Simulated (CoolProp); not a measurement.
Model: reference Helmholtz-energy equation of state, Lemmon 2006, in CoolProp. It is a short technical equation, of lower accuracy than the large ones.

For R141b, give the phase and the cv (kJ/(kg K)), viscosity (µPa s), conductivity (mW/(m K)) at 500 K and 285 kPa; 500 K and 690 kPa; 500 K and 4060 kPa.


- 500 K and 285 kPa: gas; cv 0.928, viscosity 15.6, conductivity 29.5
- 500 K and 690 kPa: gas; cv 0.933, viscosity 15.6, conductivity 29.6
- 500 K and 4060 kPa: gas; cv 1.00, viscosity 19.0, conductivity 36.8

Viscosity comes from a separate model (Huber 2003), an estimate that may be off by 10 % or more. Thermal conductivity comes from a separate model (Huber 2003), an estimate that may be off by 10 % or more.
